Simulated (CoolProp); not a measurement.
Saturated liquid density (kg/m³) of carbon dioxide: the reference equation beside estimates from Tc = 31.0 °C, pc = 7377 kPa, ω = 0.224. Rackett uses Z = 0.29056 − 0.08775 ω.

Model: reference Helmholtz-energy equation of state, Span 1996, in CoolProp.

```tsv
T (°C)	reference	Rackett	van der Waals	Redlich-Kwong	Soave-Redlich-Kwong	Peng-Robinson
-30.55	…	1084	663.6	938.4	978.4	1110
-23.95	1050	1056	645.8	906.4	946.3	1074
-17.25	1019	1025	626.6	…	911.1	1034
-10.65	986.3	993.3	606.3	835.1	873.4	990.8
-4.05	950.9	958.5	584.2	795.5	832.1	943.2
2.55	911.8	920.2	559.8	752.0	786.3	…
9.15	867.4	876.9	532.5	703.5	734.5	829.4
15.75	814.6	825.7	500.6	647.6	…	758.4
```

Task: What belongs in the gaps?

Result: 
- -30.55, reference: 1078
- -17.25, Redlich-Kwong: 871.8
- 2.55, Peng-Robinson: 890.0
- 15.75, Soave-Redlich-Kwong: 674.1

Absolute difference from the reference over all 8 rows, mean and median: Rackett 0.8 and 0.8 %, van der Waals 38.5 and 38.5 %, Redlich-Kwong 16.2 and 15.8 %, Soave-Redlich-Kwong 12.5 and 12.0 %, Peng-Robinson 2.7 and 2.3 %.
